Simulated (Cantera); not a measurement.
Standard-state values (1 bar) from the NASA 1993 polynomials, evaluated with Cantera. Values are per mole of reaction as written; species without (g) are pure solids or liquids, kept so even where they would boil at 1 bar. The tables' values for C₂F₄ are old estimates.

0.5 C + F₂(g) ⇌ 0.5 CF₄(g), with ΔH° = -466.6 kJ and ΔS° = -75.0 J/K at 300 K.

Question: How far is the shortcut ΔG° ≈ ΔH°(300 K) − T·ΔS°(300 K) from the full temperature-dependent value at 1623, 1773, 1923, 2073, 2223, 2373, 2523, 2673, 2823 K?

Answer: 
```json
[
 {"T (K)": "1623", "shortcut (kJ)": "-344.9", "full (kJ)": "-343.4", "difference (kJ)": "-1.5", "difference in log10 K": "0.05"},
 {"T (K)": "1773", "shortcut (kJ)": "-333.6", "full (kJ)": "-332.1", "difference (kJ)": "-1.6", "difference in log10 K": "0.05"},
 {"T (K)": "1923", "shortcut (kJ)": "-322.4", "full (kJ)": "-320.8", "difference (kJ)": "-1.6", "difference in log10 K": "0.04"},
 {"T (K)": "2073", "shortcut (kJ)": "-311.1", "full (kJ)": "-309.5", "difference (kJ)": "-1.7", "difference in log10 K": "0.04"},
 {"T (K)": "2223", "shortcut (kJ)": "-299.9", "full (kJ)": "-298.2", "difference (kJ)": "-1.7", "difference in log10 K": "0.04"},
 {"T (K)": "2373", "shortcut (kJ)": "-288.6", "full (kJ)": "-287.0", "difference (kJ)": "-1.7", "difference in log10 K": "0.04"},
 {"T (K)": "2523", "shortcut (kJ)": "-277.4", "full (kJ)": "-275.7", "difference (kJ)": "-1.7", "difference in log10 K": "0.03"},
 {"T (K)": "2673", "shortcut (kJ)": "-266.2", "full (kJ)": "-264.5", "difference (kJ)": "-1.7", "difference in log10 K": "0.03"},
 {"T (K)": "2823", "shortcut (kJ)": "-254.9", "full (kJ)": "-253.3", "difference (kJ)": "-1.6", "difference in log10 K": "0.03"}
]
```
The shortcut ignores the heat-capacity change of the reaction.
